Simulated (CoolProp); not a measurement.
Values from CoolProp's reference Helmholtz-energy equation of state, Lemmon 2006. It is a short technical equation, of lower accuracy than the large ones.

Q: For n-decane, give the phase and the Joule-Thomson coefficient (K/MPa), isothermal compressibility (1/MPa), expansivity (1/kK), conductivity (mW/(m K)) at 620 K and 0.394 MPa; 620 K and 1.58 MPa; 620 K and 3.15 MPa.

A: 
- 620 K and 0.394 MPa: gas; Joule-Thomson coefficient 9.03, isothermal compressibility 2.74, expansivity 2.12, conductivity 40.6
- 620 K and 1.58 MPa: gas; Joule-Thomson coefficient 16.2, isothermal compressibility 1.13, expansivity 7.63, conductivity 43.1
- 620 K and 3.15 MPa: supercritical; Joule-Thomson coefficient 2.25, isothermal compressibility 0.0946, expansivity 6.96, conductivity 73.5

Thermal conductivity comes from a separate model (Huber 2005).
